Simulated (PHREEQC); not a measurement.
A solution holds 0.003 mol/kgw CuCl2, 3.8e-05 mol/kgw H2SO4 and 0.00097 mol/kgw FeCl3, at 20 °C. Closed to the air; pH follows from the charge balance.

Equilibrium calculation in PHREEQC: ion-association model, phreeqc.dat.

Q: The ionic strength comes out as 0.0132 mol/kgw. What activity coefficients do Fe2(OH)2+4, FeOH+2, H+, SO4-2, FeCl+2 get?

A: Fe2(OH)2+4 0.16, FeOH+2 0.64, H+ 0.91, SO4-2 0.64, FeCl+2 0.64.

Precipitation was switched off in this run. The solution is supersaturated, for example in Fe(OH)3(a), Hematite (slow to form), so a real one may precipitate; this is no full list.
